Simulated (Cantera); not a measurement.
Input (Python, Cantera) and output of one run.

```python
import numpy as np
import cantera as ct

gas_names = """
    H HNO HNO2 HNO3 HO2 H2 H2O H2O2 N NH NH2 NH3 NH2OH NO NO2 NO3 N2 N2H2 N2H4 N2O O OH O2 O3 Si SiH
    SiH2 SiH3 SiH4 SiN SiO SiO2 Si2 Si2N Si3
""".split()
cond_names = """
    H2O(s) H2O(L) Si(cr) Si(L) SiO2(Lqz) SiO2(hqz) SiO2(L) Si2N2O(s) Si3N4(a)
""".split()


# ... load() reads the species with a 1 bar reference pressure and builds the phases ...
atoms = {
    'Si': {'Si': 1},
    'H2O': {'H': 2, 'O': 1},
    'N2': {'N': 2},
    'O2': {'O': 2},
}
top_T = {'Si2N2O(s)': 2100, 'Si3N4(a)': 2400}  # K; cautious upper limits of use, not melting points


# ... equilibrate(T, P, feed) seeds the gas with the atoms and calls Mixture.equilibrate('TP', solver="vcs", rtol=1e-11, max_steps=5000) ...
results = []
T = 1123.15  # K
P = 17000  # Pa
for m in [0.016, 0.025, 0.037, 0.056, 0.084, 0.13, 0.19, 0.29, 0.43, 0.65, 0.97]:
    feed = {'Si': 1, 'H2O': 0.0074, 'N2': 300, 'O2': m}  # mol
    mix = equilibrate(T, P, feed)
    results.append((T, P, feed, dict(zip(mix.species_names, mix.species_moles))))

top = {s: max(r[3][s] / sum(r[3][g] for g in gas_names) for r in results) for s in gas_names}
cols = sorted((s for s in top if top[s] > 1e-05), key=lambda s: -top[s])[:9]
seen = [c for c in cond_names if any(r[3].get(c, 0) > 1e-12 for r in results)]
print("log10 of partial pressures in bar; condensed amounts in mol")
print(f"{'n(O2)':>10s}" + "".join(f"{s[:9]:>10s}" for s in cols + seen))
for T, P, feed, n in results:
    ng = sum(n[g] for g in gas_names)
    print(f"{feed['O2']:10.4g}" + "".join(f"{np.log10(max(n[s] / ng * P / 1e5, 1e-99)):10.3f}" for s in cols)
          + "".join(f"{n.get(c, 0):10.4g}" for c in seen))
```

Output:

```
log10 of partial pressures in bar; condensed amounts in mol
     n(O2)        N2        H2 SiO2(hqz) Si2N2O(s)  Si3N4(a)
     0.016    -0.770    -5.377         0    0.0394    0.3071
     0.025    -0.770    -5.377         0    0.0574    0.2951
     0.037    -0.770    -5.377         0    0.0814    0.2791
     0.056    -0.770    -5.377         0    0.1194    0.2537
     0.084    -0.770    -5.377         0    0.1754    0.2164
      0.13    -0.770    -5.377         0    0.2674    0.1551
      0.19    -0.770    -5.377         0    0.3874   0.07507
      0.29    -0.770    -5.377   0.05827    0.4709         0
      0.43    -0.770    -5.377    0.2449    0.3775         0
      0.65    -0.770    -5.377    0.5383    0.2309         0
      0.97    -0.770    -5.377    0.9649   0.01753         0
```

Method: chemical equilibrium by Gibbs-energy minimisation in Cantera with the NASA 1993 tables (ideal gas, pure condensed phases). N2 is the only nitrogen source here; it is nearly inert below about 1500 K, so the nitride shown seldom forms there in practice. Mutual solubility and eutectic melting of coexisting phases are not modelled.
